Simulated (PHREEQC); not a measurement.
Model water analysis in mg/L, 25 °C, pH 7.44, pe 12.6: Na 2630; K 300; Ca 92.3; Mg 481; Cl 5390; S(6) as SO4 727; Alkalinity as HCO3 18.6; O(0) (dissolved oxygen) 8.32.

Valence states are taken as typed.

All values are PHREEQC results (ion-association model, phreeqc.dat), not measurements.

This is a speciation only: nothing precipitates in the calculation.

Q: Estimate the specific conductance.

A: specific conductance 16100 µS/cm.

Q: In which forms is C present?

A: HCO3- 84 %, MgHCO3+ 6.4 %, CO2 4.9 %, NaHCO3 2.9 %, CaHCO3+ 0.7 % of the C.

Species that the database lacks are ignored.
